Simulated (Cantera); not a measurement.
A Cantera script and its output.

```python
import numpy as np
import cantera as ct

gas = ct.Solution("gri30.yaml", transport_model="multicomponent")
show = ['H2O', 'H2', 'CH4']

rows = []
print(f"{'T/K':>7s}{'rho':>11s}{'cp':>10s}{'mu':>11s}{'lambda':>11s}{'Pr':>7s}" + "".join(f"{'D_' + s:>11s}" for s in show))
for T in [400, 600, 800, 1000, 1200, 1400, 1600, 1800]:
    gas.TPX = T, 200, {'H2': 0.094}
    Pr = gas.cp_mass * gas.viscosity / gas.thermal_conductivity
    D = [gas.mix_diff_coeffs_mole[gas.species_index(s)] for s in show]
    rows.append([gas.density, gas.cp_mass, gas.viscosity, gas.thermal_conductivity, Pr, *D])
    print(f"{T:7g}{gas.density:11.4e}{gas.cp_mass:10.1f}{gas.viscosity:11.4e}"
          f"{gas.thermal_conductivity:11.4e}{Pr:7.3f}" + "".join(f"{d:11.4e}" for d in D))
print("SI units: kg/m3, J/kg/K, Pa s, W/m/K, m2/s")
```

Output:

```
    T/K        rho        cp         mu     lambda     Pr      D_H2O       D_H2      D_CH4
    400 1.2123e-04   14522.5 1.0869e-05 2.2905e-01  0.689 7.3632e-02 1.2804e+01 6.1200e-02
    600 8.0823e-05   14511.2 1.4145e-05 2.9828e-01  0.688 1.5129e-01 2.5562e+01 1.2121e-01
    800 6.0617e-05   14690.4 1.7037e-05 3.6366e-01  0.688 2.4871e-01 4.1467e+01 1.9593e-01
   1000 4.8494e-05   14961.9 1.9676e-05 4.2747e-01  0.689 3.6368e-01 6.0201e+01 2.8394e-01
   1200 4.0412e-05   15377.0 2.2132e-05 4.9349e-01  0.690 4.9471e-01 8.1549e+01 3.8424e-01
   1400 3.4638e-05   15801.0 2.4446e-05 5.5935e-01  0.691 6.4074e-01 1.0535e+02 4.9609e-01
   1600 3.0309e-05   16218.9 2.6644e-05 6.2499e-01  0.691 8.0097e-01 1.3148e+02 6.1888e-01
   1800 2.6941e-05   16619.0 2.8747e-05 6.9016e-01  0.692 9.7474e-01 1.5983e+02 7.5214e-01
SI units: kg/m3, J/kg/K, Pa s, W/m/K, m2/s
```

Model: GRI-Mech 3.0 (53 species, 325 reactions), integrated in Cantera.
